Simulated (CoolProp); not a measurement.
Computed with CoolProp (reference Helmholtz-energy equation of state, Lemmon 2006). It is a short technical equation, of lower accuracy than the large ones.

Q: For carbonyl sulfide, give the phase and the Z, Joule-Thomson coefficient (K/MPa) at 434 K and 8570 kPa; 434 K and 11000 kPa.

A: 
- 434 K and 8570 kPa: supercritical; Z 0.638, Joule-Thomson coefficient 8.46
- 434 K and 11000 kPa: supercritical; Z 0.524, Joule-Thomson coefficient 6.53
